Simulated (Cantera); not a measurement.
An isothermal, constant-pressure homogeneous reactor starts with CH4 : N2 = 1 : 3.2 (molar parts), at 1425 K and 100.0 Torr.

Detailed kinetics in Cantera: GRI-Mech 3.0 (53 species, 325 reactions). GRI-Mech 3.0 stops at C3 and has no aromatics, soot or wall deposition, so with more carbon than oxygen in the feed, carbon stays in small species such as C2H2 where larger ones or solid carbon would form.

Task: Predict: x(CH4) at 100 s; x(C2H6) at 100 s; x(H2) at 100 s; x(C2H4) at 100 s; x(CH3) at 100 s; x(H) at 100 s; x(C2H) at 100 s.

Result: 
- x(CH4) at 100 s: 0.0189 (gas-phase equilibrium 0.00876)
- x(C2H6) at 100 s: 1.91e-6 (gas-phase equilibrium 6.88e-7)
- x(H2) at 100 s: 0.264 (gas-phase equilibrium 0.277)
- x(C2H4) at 100 s: 0.00191 (gas-phase equilibrium 0.00118)
- x(CH3) at 100 s: 1.25e-5 (gas-phase equilibrium 6.28e-6)
- x(H) at 100 s: 8.68e-6 (gas-phase equilibrium 9.90e-6)
- x(C2H) at 100 s: 3.29e-9 (gas-phase equilibrium 2.13e-9)
